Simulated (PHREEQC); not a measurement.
## Acid rinse or clean: an equilibrium model

Dissolve 0.11 mol HBr and 0.009 mol AlCl3 per kg of water at 20 °C. Closed to the air; pH follows from the charge balance.

Computed with PHREEQC (ion-association model, wateq4f.dat).

No solid was allowed to form.

Q: Estimate the pH.

A: pH 1.05.
